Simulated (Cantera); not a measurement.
A closed system holds: 1 mol SiCl₄, 0.75 mol Cl₂, 8.3 mol H₂, equilibrated at 377 °C and 101000 Pa.

These are equilibrium values from Cantera (NASA tables, ideal gas, pure condensed phases), not measurements of a reactor. Candidate condensed phases: Si; 19 gas species. Rates play no part.

### Question
What is the equilibrium state?

### Answer
| Property | Result |
|---|---|
| x(H₂) | 0.751 |
| x(HCl) | 0.149 |
| x(SiCl₄) | 0.0995 |
| x(SiHCl₃) | 4.07e-5 |
| gas amount | 10.05 mol |
| log10 activity of Si(s) (absent) | -12.64 |
